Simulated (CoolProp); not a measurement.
Vapour-liquid equilibrium of benzene (1) + octamethylcyclotetrasiloxane (D4) (2) at 81.35 °C; x and y are mole fractions of (1).

The numbers come from the multi-fluid Helmholtz-energy mixture model, Thol 2012 and Thol 2015; pair parameters Bell 2016 in CoolProp.

Problem. Give the bubble pressure and the first vapour's composition at x = 0.55, 0.65, 0.75. Is there an azeotrope?

Solution. x = 0.55: 0.5904 bar, y = 0.969; x = 0.65: 0.6865 bar, y = 0.979; x = 0.75: 0.7853 bar, y = 0.987. No azeotrope shows between x = 0.05 and 0.95.

The pair parameters rest on a limited set of measurements; away from them the model extrapolates.
